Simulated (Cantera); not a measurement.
Charge: 1 mol V, 0.2 mol H₂O, 93 mol N₂, 0.43 mol O₂, equilibrated at 5.70 Pa.

These are equilibrium values from Cantera (NASA tables, ideal gas, pure condensed phases), not measurements of a reactor. Candidate condensed phases: H₂O, V, VN, VO, V₂O₃, V₂O₄, V₂O₅; 28 gas species. VO: taken at fixed stoichiometry. The numbers say what is thermodynamically allowed, not how fast it happens.

**Question.** At 1575 °C, list the 4 most abundant gas species with their mole fractions, and the condensed phases.

**Answer.** N₂ 0.993, VO 0.00264, H 0.00224, VO₂ 0.00111. Condensed: VO(s).
